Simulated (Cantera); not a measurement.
Reactions in the system Cl-Cs-H-O

Source: NASA polynomial tables (part measured, part estimated), evaluated in Cantera. Values are per mole of reaction as written; species without (g) are pure solids or liquids, kept so even where they would boil at 1 bar.

2 Cs + O2(g) + 2 HCl(g) ⇌ 2 OH(g) + 2 CsCl

```tsv
T (K)	ΔH° (kJ)	ΔS° (J/K)	ΔG° (kJ)	log10 K	condensed phases
798	-607.4	-162.3	-477.9	31.28	Cs(l), CsCl(s)
848	-605.7	-160.2	-469.8	28.94	Cs(l), CsCl(s)
898	-604.0	-158.2	-461.9	26.87	Cs(l), CsCl(s)
948	-569.7	-120.9	-455.1	25.07	Cs(l), CsCl(l)
998	-566.8	-117.9	-449.1	23.50	Cs(l), CsCl(l)
```
